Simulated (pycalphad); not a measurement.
Source of the numbers: pycalphad with the COST 507 light-alloy database (1999); pressure 1 atm. The database dates from 1999; later assessments differ in places, in temperatures and in the compounds included. Kinetics are ignored, which matters at the lower temperatures.

Molar enthalpy of Ti-4.32B (at.%) in equilibrium (SER reference):

```json
[
 {"T (°C)": "2577", "H (kJ/mol)": "106.88", "phases": "liquid"},
 {"T (°C)": "2427", "H (kJ/mol)": "100.03", "phases": "liquid"},
 {"T (°C)": "2277", "H (kJ/mol)": "93.19", "phases": "liquid"},
 {"T (°C)": "2127", "H (kJ/mol)": "86.34", "phases": "liquid"},
 {"T (°C)": "1977", "H (kJ/mol)": "79.49", "phases": "liquid"},
 {"T (°C)": "1827", "H (kJ/mol)": "72.65", "phases": "liquid"},
 {"T (°C)": "1677", "H (kJ/mol)": "65.80", "phases": "liquid"},
 {"T (°C)": "1602", "H (kJ/mol)": "62.38", "phases": "liquid"},
 {"T (°C)": "1527", "H (kJ/mol)": "42.84", "phases": "bcc + BM"},
 {"T (°C)": "1452", "H (kJ/mol)": "40.20", "phases": "bcc + BM"},
 {"T (°C)": "1377", "H (kJ/mol)": "37.64", "phases": "bcc + BM"},
 {"T (°C)": "1227", "H (kJ/mol)": "32.72", "phases": "bcc + BM"},
 {"T (°C)": "1077", "H (kJ/mol)": "28.02", "phases": "bcc + BM"},
 {"T (°C)": "927", "H (kJ/mol)": "23.50", "phases": "bcc + BM"},
 {"T (°C)": "777", "H (kJ/mol)": "14.86", "phases": "hcp + BM"},
 {"T (°C)": "627", "H (kJ/mol)": "10.01", "phases": "hcp + BM"},
 {"T (°C)": "477", "H (kJ/mol)": "5.37", "phases": "hcp + BM"},
 {"T (°C)": "327", "H (kJ/mol)": "0.94", "phases": "hcp + BM"}
]
```

Cooling from 1602 °C to 1527 °C, across the freezing range, releases 19.5 kJ/mol, or 423 J/g. The slope is 46 J/(mol K) in the liquid and 35 J/(mol K) just below the solidus, where it includes any heat of precipitation. Liquidus 1581 °C, solidus 1541 °C. Changes were sought between steps of 75 K, so a narrower field can be missed.

Database names, with the compositions (at.%) that they take in these runs: BM: Ti 50 B 50.
